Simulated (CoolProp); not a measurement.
A simple Rankine cycle with sulfur dioxide: condensing at 311.15 K, boiler at 5.54 MPa, turbine inlet 449.7 K, turbine efficiency 0.85, pump efficiency 0.8, no recuperator. Each further row changes one setting.

Model: reference Helmholtz-energy equation of state, Gao 2016, in CoolProp.

```json
[
 {"case": "as stated", "thermal efficiency (%)": "17.1", "net work (kJ/kg)": "67.0", "heat in (kJ/kg)": "390", "turbine exit temperature (K)": "311.2", "volume ratio over the turbine": "7.38"},
 {"case": "turbine inlet 469.7 K", "thermal efficiency (%)": "17.7", "net work (kJ/kg)": "72.9", "heat in (kJ/kg)": "412", "turbine exit temperature (K)": "311.2", "volume ratio over the turbine": "6.99"},
 {"case": "condensing temperature 303.15 K", "thermal efficiency (%)": "18.4", "net work (kJ/kg)": "73.9", "heat in (kJ/kg)": "402", "turbine exit temperature (K)": "303.1", "volume ratio over the turbine": "9.27"},
 {"case": "boiler pressure 3.88 MPa", "thermal efficiency (%)": "15.5", "net work (kJ/kg)": "63.8", "heat in (kJ/kg)": "411", "turbine exit temperature (K)": "317.3", "volume ratio over the turbine": "5.05"},
 {"case": "turbine efficiency 0.75", "thermal efficiency (%)": "15.0", "net work (kJ/kg)": "58.5", "heat in (kJ/kg)": "390", "turbine exit temperature (K)": "311.2", "volume ratio over the turbine": "7.57"}
]
```

The expansion ends wet for: as stated; turbine inlet 469.7 K; condensing temperature 303.15 K; turbine efficiency 0.75.
